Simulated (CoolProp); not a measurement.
Vapour-liquid equilibrium of n-hexane (1) + n-decane (2) at 457 K; x and y are mole fractions of (1).

Model: multi-fluid Helmholtz-energy mixture model, Thol 2019 and Lemmon 2006; pair parameters Kunz 2012, in CoolProp.

| x | bubble pressure (MPa) | y at the bubble point | dew pressure at overall composition x (MPa) | liquid density (mol/L) |
|---|---|---|---|---|
| 0.05 | 0.1756 | 0.283 | 0.1353 | 4.240 |
| 0.125 | 0.2482 | 0.515 | 0.1462 | 4.331 |
| 0.2 | 0.3241 | 0.647 | 0.1588 | 4.425 |
| 0.275 | 0.4034 | 0.733 | 0.1739 | 4.523 |
| 0.35 | 0.4863 | 0.793 | 0.1919 | 4.623 |
| 0.425 | 0.5729 | 0.838 | 0.2141 | 4.725 |
| 0.5 | 0.6633 | 0.873 | 0.2419 | 4.829 |
| 0.575 | 0.7577 | 0.901 | 0.2779 | 4.934 |
| 0.65 | 0.8563 | 0.924 | 0.3262 | 5.039 |
| 0.725 | 0.9593 | 0.943 | 0.3945 | 5.142 |
| 0.8 | 1.067 | 0.960 | 0.4976 | 5.240 |
| 0.875 | 1.181 | 0.976 | 0.6700 | 5.327 |
| 0.95 | 1.302 | 0.990 | 0.9996 | 5.397 |

No azeotrope shows between x = 0.05 and 0.95.

Pair parameters are fitted to limited data, so mixtures are less certain than the pure fluids.
